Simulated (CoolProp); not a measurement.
Aqueous potassium carbonate as a coolant, 11 % by mass, freezing at -4.0 °C, 1 atm.

Values from CoolProp's Melinder's fits for secondary coolants.

```
T (°C)  density (kg/m³)  conductivity (W/(m K))  Prandtl number  viscosity (mPa s)
------  ---------------  ----------------------  --------------  -----------------
4.3                1105                   0.562            12.5                  …
12.8               1103                   0.575               …                  …
21.3               1100                       …               …               1.27
29.8               1096                       …            6.46               1.06
38.3                  …                   0.618            5.37              0.901
```

Question: Complete the blanks.

Answer: 
- 4.3, viscosity (mPa s): 1.93
- 12.8, Prandtl number: 9.76
- 12.8, viscosity (mPa s): 1.54
- 21.3, conductivity (W/(m K)): 0.590
- 21.3, Prandtl number: 7.86
- 29.8, conductivity (W/(m K)): 0.604
- 38.3, density (kg/m³): 1093
